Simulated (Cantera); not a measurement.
An isothermal, constant-pressure homogeneous reactor starts with CH4 : N2 = 1 : 17 (molar parts), at 1675 K and 0.110 bar.

Cantera simulation using GRI-Mech 3.0 (53 species, 325 reactions); the numbers are that mechanism's predictions, not measurements. GRI-Mech 3.0 stops at C3 and has no aromatics, soot or wall deposition, so with more carbon than oxygen in the feed, carbon stays in small species such as C2H2 where larger ones or solid carbon would form.

x: mole fraction; the columns are a selection and need not sum to one.

```
t (s)        x CH4    x C2H4     x CH2     x H2      x H     x HCN     x CH3
--------  --------  --------  --------  -------  -------  --------  --------
8.00e-5     0.0555  4.78e-10  7.22e-11  3.41e-6  2.45e-7    <1e-12   7.06e-6
0.000381    0.0555       ___       ___      ___  2.51e-7    <1e-12       ___
0.00181     0.0554   7.26e-6   2.24e-8  9.72e-5  3.88e-7  5.60e-12  0.000161
0.00862     0.0535       ___       ___      ___      ___  9.25e-10  0.000632
0.0410      0.0336   0.00163   4.74e-7   0.0290  3.01e-5   1.31e-7  0.000622
0.195       0.0114  0.000127   2.06e-7   0.0624  6.22e-5   9.05e-7  0.000225
0.928      0.00207   1.68e-5   5.70e-8   0.0759  8.91e-5   2.69e-6   4.91e-5
4.42      0.000356   1.34e-5   1.13e-8   0.0784  9.77e-5   4.71e-6   9.00e-6
21.0       8.58e-5   1.34e-5   2.76e-9   0.0788  9.89e-5   6.91e-6   2.18e-6
100        6.11e-5   1.34e-5   1.97e-9   0.0788  9.90e-5   1.21e-5   1.56e-6
```

Question: What belongs in the gaps?

Answer: 
- 0.000381, x C2H4: 6.67e-8
- 0.000381, x CH2: 1.22e-9
- 0.000381, x H2: 1.73e-5
- 0.000381, x CH3: 3.44e-5
- 0.00862, x C2H4: 0.000555
- 0.00862, x CH2: 2.99e-7
- 0.00862, x H2: 0.00173
- 0.00862, x H: 3.42e-6
